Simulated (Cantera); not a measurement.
Mixture: CH₄ : O₂ : N₂ = 1 : 1.82 : 6.84 (molar parts), equivalence ratio 1.1, at 2.80 bar, adiabatic and at constant pressure. Ignition delay is the time to a rise of 400 K.

Model: GRI-Mech 3.0 (53 species, 325 reactions), integrated in Cantera.

### Question
Predict: delay at 1198 K; delay at 1298 K; delay at 1398 K; delay at 1498 K; delay at 1598 K; delay at 1698 K; apparent activation energy between 1498 and 1698 K.

### Answer
```
Quantity                                                Result
--------------------------------------------------  ----------
delay at 1198 K                                        19.4 ms
delay at 1298 K                                        5.35 ms
delay at 1398 K                                        1.65 ms
delay at 1498 K                                       0.567 ms
delay at 1598 K                                       0.218 ms
delay at 1698 K                                        94.8 µs
apparent activation energy between 1498 and 1698 K  190 kJ/mol
```
